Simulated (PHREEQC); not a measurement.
# Alkaline etch or developer

Dissolve 0.028 mol/kgw TMAH, 0.00031 mol/kgw K2SiO3 and 0.00094 mol/kgw K3PO4 at 25 °C. Closed to the air; pH follows from the charge balance.

Computed with PHREEQC (ion-association model, wateq4f.dat).

No solid was allowed to form.

Question: Predict the pH, ionic strength.

Answer: pH 12.38; ionic strength 0.0338 mol/kgw.

Question: In which forms is Si present?

Answer: H3SiO4- 79 %, H2SiO4-2 21 % of the Si.

(CH3)4N+ isn't in the database: it is added as a free cation with an ion size of 4 Å. H3PO4, which wateq4f.dat lacks, is added to it with the constant of phreeqc.dat.
